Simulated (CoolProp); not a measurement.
The numbers come from the reference Helmholtz-energy equation of state, Gao 2022 in CoolProp.

Task: For n-perfluorohexane, give the phase and the density (kg/m³), cp (kJ/(kg K)), speed of sound (m/s), Joule-Thomson coefficient (K/MPa) at 450 K and 1.19 MPa; 450 K and 2.14 MPa.

Result: 
- 450 K and 1.19 MPa: gas; density 153, cp 1.14, speed of sound 74.5, Joule-Thomson coefficient 14.0
- 450 K and 2.14 MPa: supercritical; density 948, cp 1.69, speed of sound 78.4, Joule-Thomson coefficient 4.77
